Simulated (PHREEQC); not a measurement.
Dissolve 0.0064 mol CdSO4, 0.001 mol NaCl and 6.2e-05 mol FeSO4 per kg of water at 20 °C. It is in equilibrium with CO2 at log p = -1 (atm). Otherwise closed; pH follows from the charge balance.

The numbers come from PHREEQC with the ion-association model, wateq4f.dat.

The pH comes out as 4.42. The ionic strength is 0.0187 mol/kgw.

```tsv
species	molality	activity	log γ
SO4-2	0.00441	0.00262	-0.227
Cd+2	0.00428	0.00251	-0.232
CO2	0.00390	0.00392	0.002
CdSO4	0.00183	0.00184	0.002
Na+	0.000988	0.000865	-0.057
Cl-	0.000809	0.000705	-0.060
CdCl+	0.000190	0.000166	-0.058
Cd(SO4)2-2	9.28e-5	5.44e-5	-0.232
Fe+2	4.92e-5	2.98e-5	-0.218
```

This is a speciation only: nothing precipitates in the calculation.
